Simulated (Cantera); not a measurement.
Charge: 1 mol HBr, 0.047 mol O2, 0.83 mol H2, 0.051 mol H2O, held at 40500 Torr.

Equilibrium computed with Cantera from the NASA thermochemical tables; the gas is ideal and each condensed phase is pure. Candidate condensed phases: Br2, H2O; 12 gas species. The ideal-gas law is rough above about 30 bar. The numbers say what is thermodynamically allowed, not how fast it happens. All values below are at 2323 K.

Base state: HBr 0.510, H2 0.396, H2O 0.0764, Br 0.0161, H 0.000933, Br2 0.000514, OH 2.99e-5 (mole fractions); condensed: gas only.

**Question.** What changes in the equilibrium state with this change: H2 from 0.83 to 3.7 mol?

**Answer.** 
```
species    before    after
-------  --------  -------
H2          0.396    0.758
HBr         0.510    0.205
H2O        0.0764   0.0304
Br         0.0161  0.00467
Br2      0.000514  4.34e-5
OH        2.99e-5  8.61e-6
```
